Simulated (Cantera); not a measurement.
A perfectly stirred reactor is fed with C3H8 : O2 : N2 = 1 : 3.33 : 12.5 (molar parts), equivalence ratio 1.5, at 4.00 bar; it is adiabatic with a 548 K inlet, and is followed from long to short residence time, starting on the burning branch (τ in s: 0.25, 0.093, 0.034, 0.012, 0.0045, 0.0017, 0.00061, 0.00022, 8.1e-05).

Detailed kinetics in Cantera: GRI-Mech 3.0 (53 species, 325 reactions). GRI-Mech 3.0 was tuned for natural gas; its chemistry of propane as a main component is partial and can be far from experiment.

### Question
What does this change do: 0.86 parts CO2 added?

### Answer
| quantity | before | after |
|---|---|---|
| blow-out, bracketed by the residence times tried | burning at 81.0 µs, the shortest tried | burning at 0.220 ms, out at 81.0 µs |
| x(C3H8) at τ = 0.250 s | 6.76e-8 | 1.14e-7 |
| x(O2) at τ = 0.250 s | 1.62e-5 | 2.97e-5 |
| x(OH) at τ = 0.250 s | 0.000197 | 0.000126 |
| x(HO2) at τ = 0.250 s | 5.38e-9 | 8.36e-9 |
| x(CH3) at τ = 0.250 s | 8.53e-6 | 1.14e-5 |
| x(C3H8) at τ = 4.50 ms | 2.88e-6 | 4.75e-6 |
| x(O2) at τ = 4.50 ms | 0.000462 | 0.000791 |
| x(OH) at τ = 4.50 ms | 0.000370 | 0.000269 |
| x(HO2) at τ = 4.50 ms | 1.94e-7 | 3.56e-7 |
| x(CH3) at τ = 4.50 ms | 0.000177 | 0.000197 |
